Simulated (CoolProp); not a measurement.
Vapour-liquid equilibrium of dimethyl ether (1) + ethanol (2) at 0.0751 MPa; x and y are mole fractions of (1).

Model: multi-fluid Helmholtz-energy mixture model, Wu 2011 and Schroeder 2014; pair parameters Bell 2016, in CoolProp.

Question: Give the bubble temperature and the first vapour's composition at x = 0.425, 0.5, 0.65. Is there an azeotrope?

Answer: x = 0.425: -18.8 °C, y = 0.997; x = 0.5: -21.3 °C, y = 0.997; x = 0.65: -24.9 °C, y = 0.998. No azeotrope shows between x = 0.05 and 0.95.

The pair parameters rest on a limited set of measurements; away from them the model extrapolates. With so large a gap from Raoult's law the liquid may split in two, which this calculation doesn't test in full.
